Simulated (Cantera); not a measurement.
## Hydrocarbon pyrolysis for carbon deposition

An isothermal, constant-pressure homogeneous reactor starts with 82.6 % CH₄, 17.4 % H₂, at 1725 K and 1.01 bar.

Detailed kinetics in Cantera: GRI-Mech 3.0 (53 species, 325 reactions). GRI-Mech 3.0 stops at C3 and has no aromatics, soot or wall deposition, so with more carbon than oxygen in the feed, carbon stays in small species such as C2H2 where larger ones or solid carbon would form.

```tsv
t (s)	x CH₄	x H₂	x C₂H₆	x C₂H	x CH₃	x CH₂
0.000400	0.771	0.208	0.00313	3.87e-9	0.00282	4.45e-7
0.00130	0.638	0.303	0.00206	3.87e-8	0.00231	3.64e-7
0.00423	0.420	0.465	0.000807	1.15e-7	0.00149	2.35e-7
0.0138	0.210	0.619	0.000207	1.90e-7	0.000781	1.33e-7
0.0447	0.0811	0.713	3.72e-5	2.51e-7	0.000329	6.48e-8
0.145	0.0359	0.746	1.12e-5	2.82e-7	0.000155	3.44e-8
0.473	0.0313	0.749	9.55e-6	2.86e-7	0.000136	3.08e-8
1.54	0.0313	0.749	9.55e-6	2.86e-7	0.000136	3.08e-8
5.00	0.0313	0.749	9.55e-6	2.86e-7	0.000136	3.08e-8
```
x: mole fraction; the columns are a selection and need not sum to one.

Equilibrium at this temperature and pressure: CH₄ 0.0313, H₂ 0.749, C₂H₆ 9.55e-6, C₂H 2.86e-7, CH₃ 0.000136, CH₂ 3.08e-8 (gas phase only).
